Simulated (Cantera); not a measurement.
An isothermal, constant-pressure homogeneous reactor starts with 1.39 % H₂, 98.6 % O₂, equivalence ratio 0.0071, at 973 K and 6.15 Torr.

Detailed kinetics in Cantera: the H2/O2 subset of GRI-Mech 3.0, which has no nitrogen chemistry. Radical loss at walls, strong at low pressure, is not modelled.

x: mole fraction; the columns are a selection and need not sum to one.

```csv
t (s),x H₂,x O₂,x H₂O₂,x HO₂,x OH,x H₂O
3.00e-5,0.0139,0.986,<1e-12,1.15e-12,<1e-12,<1e-12
8.68e-5,0.0139,0.986,<1e-12,3.33e-12,<1e-12,<1e-12
0.000251,0.0139,0.986,<1e-12,9.67e-12,3.19e-12,<1e-12
0.000727,0.0139,0.986,<1e-12,2.81e-11,1.64e-11,8.01e-12
0.00211,0.0139,0.986,<1e-12,8.26e-11,8.59e-11,1.16e-10
0.00609,0.0139,0.986,<1e-12,2.79e-10,1.57e-9,3.68e-9
0.0176,0.0139,0.986,1.22e-11,1.05e-7,3.60e-6,9.06e-6
0.0510,___,0.978,___,___,___,0.0127
0.148,4.30e-5,0.982,1.54e-8,1.43e-6,0.000270,0.0137
0.428,1.03e-5,0.985,1.41e-8,7.64e-7,0.000131,0.0139
1.24,1.58e-6,0.986,1.10e-8,2.86e-7,5.29e-5,0.0140
3.58,2.11e-7,0.986,6.35e-9,7.95e-8,2.02e-5,0.0140
10.4,3.12e-8,0.986,2.72e-9,1.87e-8,8.12e-6,0.0140
30.0,5.72e-9,0.986,9.74e-10,4.42e-9,3.60e-6,0.0140
```

Problem. What belongs in the gaps?

Solution. 
- 0.0510, x H₂: 0.000241
- 0.0510, x H₂O₂: 3.00e-8
- 0.0510, x HO₂: 2.36e-6
- 0.0510, x OH: 0.000581
